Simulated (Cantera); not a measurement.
Input: 1 mol Al2O3, 9 mol H2O, held at 10.0 Torr.

Method: chemical equilibrium by Gibbs-energy minimisation in Cantera with the NASA 1993 tables (ideal gas, pure condensed phases). Candidate condensed phases: Al, Al2O3, H2O; 19 gas species. Gases not in the tables: Al(OH)3. Equilibrium is a limit: real reactors are often held back by kinetics, nucleation or transport.

log p: log10 of the partial pressure in bar; n: condensed amount in mol.

| T (K) | log p H2O | log p H2 | log p O2 | log p OH | n Al2O3(s) |
|---|---|---|---|---|---|
| 1025 | -1.88 | -7.64 | -7.95 | -8.99 | 1.00 |
| 1100 | -1.88 | -7.07 | -7.38 | -8.28 | 1.00 |
| 1175 | -1.88 | -6.56 | -6.88 | -7.66 | 1.00 |
| 1250 | -1.88 | -6.12 | -6.44 | -7.12 | 1.00 |
| 1325 | -1.88 | -5.72 | -6.05 | -6.64 | 1.00 |
| 1400 | -1.88 | ___ | ___ | ___ | 1.00 |
| 1475 | -1.88 | -5.05 | -5.39 | -5.82 | 1.00 |
| 1550 | -1.88 | -4.76 | -5.11 | -5.47 | 1.00 |
| 1625 | -1.88 | ___ | ___ | ___ | 1.00 |
| 1700 | -1.88 | -4.26 | -4.62 | -4.86 | 1.00 |
| 1775 | -1.88 | -4.05 | -4.41 | -4.60 | 1.00 |
| 1850 | -1.88 | -3.85 | -4.22 | -4.36 | 1.000 |
| 1925 | -1.89 | -3.67 | -4.04 | -4.14 | 1.000 |
| 2000 | -1.90 | -3.50 | -3.87 | -3.94 | 1.000 |

**Question.** What belongs in the gaps?

**Answer.** 
- 1400, log p H2: -5.37
- 1400, log p O2: -5.70
- 1400, log p OH: -6.21
- 1625, log p H2: -4.50
- 1625, log p O2: -4.85
- 1625, log p OH: -5.15
